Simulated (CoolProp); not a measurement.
Vapour-liquid equilibrium of C2F6 (R116) (1) + R134a (2) at 0.344 MPa; x and y are mole fractions of (1).

The numbers come from the multi-fluid Helmholtz-energy mixture model, Lemmon 2006 and Tillner-Roth 1994; pair parameters Bell 2016 in CoolProp.

```csv
x,"bubble temperature, mixture model (K)","bubble temperature, Raoult's law (K)","y, mixture model","y, Raoult's law"
0.05,260.2,271.0,0.480,0.253
0.2,234.9,255.7,0.846,0.656
0.35,228.5,245.0,0.897,0.826
0.5,226.5,237.3,0.912,0.908
0.65,225.4,231.3,0.922,0.953
0.8,223.9,226.5,0.939,0.979
0.95,222.0,222.5,0.978,0.996
```

The largest gap from Raoult's law is -20.8 K in bubble temperature, at x = 0.2. No azeotrope shows between x = 0.05 and 0.95.

The pair parameters rest on a limited set of measurements; away from them the model extrapolates. With so large a gap from Raoult's law the liquid may split in two, which this calculation doesn't test in full.
